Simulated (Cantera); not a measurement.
Feed: 1 mol V, 0.43 mol H₂O, 0.95 mol N₂, at 2175 °C and 35.0 Pa.

Equilibrium computed with Cantera from the NASA thermochemical tables; the gas is ideal and each condensed phase is pure. Candidate condensed phases: H₂O, V, VN, VO, V₂O₃, V₂O₄, V₂O₅; 28 gas species. Kinetics and transport are ignored.

Base state: N₂ 0.354, H 0.228, V 0.224, VO 0.136, H₂ 0.0459, VO₂ 0.0121, O 0.000181, H₂O 5.66e-5 (mole fractions); condensed: gas only.

### Question
What changes in the equilibrium state with this change: H₂O from 0.43 to 0.73 mol?

### Answer
```tsv
species	before	after
H	0.228	0.301
N₂	0.354	0.301
VO	0.136	0.164
V	0.224	0.119
VO₂	0.0121	0.0332
H₂	0.0459	0.0802
H₂O	5.66e-5	0.000225
OH	5.48e-5	0.000165
O	0.000181	0.000411
NO	9.28e-6	1.95e-5
```
